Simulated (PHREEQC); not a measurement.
PHREEQC input (Pitzer model, pitzer.dat):

```
SOLUTION 1
  temp 25
  units mol/kgw
  pH 7 charge
  C(4) 0.3
  Na 1.1062
  Cl 0.0205
  K 0.0055
  S(6) 0.24
  B 0.0224
END
USE solution 1
INCREMENTAL_REACTIONS false
REACTION 1
  H2O -1
  0 9.886 18.011 24.689 30.178 34.689 38.397 41.444
  43.949 46.007 47.699 49.089 50.232 51.172 51.944 52.578
  53.1 moles
EQUILIBRIUM_PHASES 1
  Arcanite 0 0
  Burkeite 0 0
  Glaserite 0 0
  Halite 0 0
  Kalicinite 0 0
  Mirabilite 0 0
  Misenite 0 0
  Nahcolite 0 0
  Natron 0 0
  Sylvite 0 0
  Thenardite 0 0
  Trona 0 0
  Borax 0 0
  Boric_acid,s 0 0
  KB5O8:4H2O 0 0
  K2B4O7:4H2O 0 0
  NaBO2:4H2O 0 0
  NaB5O8:5H2O 0 0
  Teepleite 0 0
  CO2(g) -3.4 10
SELECTED_OUTPUT 1
  -reset false
  -pH true
  -pe true
  -ionic_strength true
  -water true
  -activities H2O
  -totals B C Cl K Na S
  -molalities H+ Na+ K+ Cl- CO3-2 SO4-2 B(OH)3 OH- HCO3- CO2
    HSO4- B(OH)4- B3O3(OH)4- B4O5(OH)4-2
  -equilibrium_phases Arcanite Burkeite Glaserite Halite Kalicinite Mirabilite Misenite Nahcolite Natron Sylvite
    Thenardite Trona Borax Boric_acid,s KB5O8:4H2O K2B4O7:4H2O NaBO2:4H2O NaB5O8:5H2O Teepleite
PRINT
  -reset false
END
```

Selected output (columns that matter, 17 of 17 rows; water left (kg) added in front):

```
water left (kg)	pH	mu	B	C	Cl	K	Na	S	m_H+	la_H2O	Mirabilite	Thenardite	Trona	Borax
0.999148	9.9344	1.5932	0.022419	0.35086	0.020517	0.0055047	1.1071	0.2402	2.7282e-10	-0.0097852	0	0	0	0
0.821125	9.9518	1.9443	0.02728	0.42121	0.024966	0.0066981	1.3472	0.29228	2.7189e-10	-0.011649	0	0	0	0
0.67482	9.9674	2.3719	0.033194	0.50628	0.030378	0.0081503	1.6393	0.35565	2.7026e-10	-0.013879	0	0	0	0
0.554575	9.9813	2.8928	0.040391	0.60932	0.036965	0.0099175	1.9947	0.43276	2.6699e-10	-0.016571	0	0	0	0
0.455744	9.9936	3.5272	0.04915	0.73433	0.044981	0.012068	2.4272	0.52661	2.6089e-10	-0.019857	0	0	0	0
0.374524	10.004	4.2994	0.059809	0.88626	0.054736	0.014685	2.9536	0.64081	2.5061e-10	-0.023932	0	0	0	0
0.307763	10.013	5.2393	0.072783	1.0713	0.06661	0.017871	3.5943	0.77982	2.3471e-10	-0.029085	0	0	0	0
0.252903	10.018	6.3827	0.088571	1.2973	0.081059	0.021747	4.374	0.94898	2.12e-10	-0.035746	0	0	0	0
0.207803	10.02	7.7738	0.10779	1.5743	0.098651	0.026467	5.3233	1.1549	1.8196e-10	-0.044568	0	0	0	0
0.170757	10.016	9.4647	0.13118	1.9153	0.12005	0.03221	6.4782	1.4055	1.455e-10	-0.056525	0	0	0	0
0.14026	10.002	11.484	0.1597	2.3241	0.14616	0.039213	7.8586	1.7111	1.0603e-10	-0.072761	0	0	0.0013143	0
0.105684	9.981	11.796	0.21195	2.2116	0.19397	0.052042	8.0745	1.8926	9.726e-11	-0.076036	0.039987	0	0.057627	0
0.0719854	9.9721	11.858	0.31117	2.144	0.28478	0.076404	8.129	1.9183	9.2063e-11	-0.07828	0.10191	0	0.10574	0
0.0443335	9.9528	12.005	0.50526	2.0231	0.4624	0.12406	8.2471	1.9692	8.259e-11	-0.082616	0.1527	0	0.14506	0
0.0209329	9.9168	12.098	0.55316	1.718	0.97932	0.26274	8.3315	2.0878	6.3467e-11	-0.09286	0.1963	0	0.17793	0.0027052
0.0197968	9.913	12.107	0.54837	1.6869	1.0355	0.27782	8.3395	2.1009	6.1698e-11	-0.093973	0.13873	0.059677	0.17951	0.002886
0.0197968	9.913	12.107	0.54837	1.6869	1.0355	0.27782	8.3395	2.1009	6.1698e-11	-0.093973	0.086531	0.11188	0.17951	0.002886
```
